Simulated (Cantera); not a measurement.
An adiabatic, constant-pressure homogeneous reactor starts with CH4 : O2 : N2 = 1 : 0.909 : 3.42 (molar parts), at 1800 K and 5700 Torr.

Model: GRI-Mech 3.0 (53 species, 325 reactions), integrated in Cantera.

Problem. Predict: time of steepest temperature rise; temperature at 4.00 s; equilibrium temperature; x(O2) at 4.00 s; x(NO2) at 4.00 s; x(H2) at 4.00 s; x(O) at 4.00 s.

Solution. 
- time of steepest temperature rise = 25.6 µs
- temperature at 4.00 s = 2692 K
- equilibrium temperature = 2692 K
- x(O2) at 4.00 s = 9.16e-6 (gas-phase equilibrium 9.16e-6)
- x(NO2) at 4.00 s = 2.29e-9 (gas-phase equilibrium 2.29e-9)
- x(H2) at 4.00 s = 0.192 (gas-phase equilibrium 0.192)
- x(O) at 4.00 s = 3.86e-5 (gas-phase equilibrium 3.86e-5)
